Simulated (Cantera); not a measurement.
Charge: 1 mol BN, 1.1 mol Cl₂, 35 mol H₂, 35 mol HF, at 1275 °C and 13.3 mbar.

These are equilibrium values from Cantera (NASA tables, ideal gas, pure condensed phases), not measurements of a reactor. Candidate condensed phases: B, BN, NH₄Cl; 40 gas species. The tables' values for BF₂ are old estimates; treat these amounts as uncertain. Kinetics and transport are ignored.

Base state: H₂ 0.498, HF 0.450, HCl 0.0309, BF₃ 0.0140, N₂ 0.00703, H 0.000188, BF₂ 1.96e-5, BHF₂ 1.61e-5 (mole fractions); condensed: gas only.

Q: What changes in the equilibrium state with this change: temperature from 1275 °C to 1525 °C?

A: 
| species | before | after |
|---|---|---|
| H₂ | 0.498 | 0.496 |
| HF | 0.450 | 0.450 |
| HCl | 0.0309 | 0.0308 |
| H | 0.000188 | 0.00215 |
| BF₃ | 0.0140 | 0.0136 |
| BF₂ | 1.96e-5 | 0.000340 |
| Cl | 9.35e-6 | 0.000102 |
| BHF₂ | 1.61e-5 | 5.78e-5 |
| N₂ | 0.00703 | 0.00702 |
